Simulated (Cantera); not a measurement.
An isothermal, constant-pressure homogeneous reactor starts with 60.5 % CH4, 25.4 % CO2, 13.3 % H2, 0.726 % H2O, at 1725 K and 10.0 bar.

Detailed kinetics in Cantera: GRI-Mech 3.0 (53 species, 325 reactions). GRI-Mech 3.0 stops at C3 and has no aromatics, soot or wall deposition, so with more carbon than oxygen in the feed, carbon stays in small species such as C2H2 where larger ones or solid carbon would form.

x: mole fraction; the columns are a selection and need not sum to one.

| t (s) | x CH4 | x CO2 | x H2 | x CH2 | x OH | x C2H2 | x CH2CO |
|---|---|---|---|---|---|---|---|
| 3.00e-6 | 0.605 | 0.254 | 0.133 | 1.70e-8 | ? | 1.68e-8 | 1.20e-11 |
| 1.15e-5 | 0.603 | 0.254 | 0.134 | 3.70e-8 | ? | 1.99e-6 | 7.41e-10 |
| 4.40e-5 | 0.594 | 0.253 | 0.139 | 6.18e-8 | ? | 0.000104 | 2.08e-8 |
| 0.000169 | 0.558 | 0.247 | 0.164 | 7.29e-8 | ? | 0.00338 | 3.73e-7 |
| 0.000646 | 0.449 | 0.219 | 0.245 | 5.63e-8 | ? | 0.0324 | 3.48e-6 |
| 0.00248 | 0.267 | 0.146 | 0.358 | 4.28e-8 | ? | 0.0898 | 1.60e-5 |
| 0.00949 | 0.125 | 0.0405 | 0.401 | 4.46e-8 | ? | 0.127 | 3.83e-5 |
| 0.0363 | 0.102 | 0.0161 | 0.429 | 3.67e-8 | ? | 0.116 | 3.22e-5 |
| 0.139 | 0.100 | 0.00990 | 0.480 | 2.27e-8 | ? | 0.0829 | 1.53e-5 |
| 0.533 | 0.0938 | 0.00264 | 0.531 | 1.43e-8 | ? | 0.0547 | 6.31e-6 |
| 2.04 | 0.0903 | 6.32e-5 | 0.549 | 1.23e-8 | ? | 0.0462 | 4.52e-6 |
| 7.83 | 0.0902 | 3.56e-6 | 0.549 | 1.23e-8 | 9.93e-11 | 0.0460 | 4.49e-6 |
| 30.0 | 0.0902 | 3.56e-6 | 0.549 | 1.23e-8 | 9.93e-11 | 0.0460 | 4.49e-6 |

What belongs in the gaps?


- 3.00e-6, x OH: 4.15e-8
- 1.15e-5, x OH: 6.11e-8
- 4.40e-5, x OH: 8.28e-8
- 0.000169, x OH: 1.10e-7
- 0.000646, x OH: 1.70e-7
- 0.00248, x OH: 3.55e-7
- 0.00949, x OH: 6.97e-7
- 0.0363, x OH: 6.22e-7
- 0.139, x OH: 3.20e-7
- 0.533, x OH: 7.56e-8
- 2.04, x OH: 1.75e-9
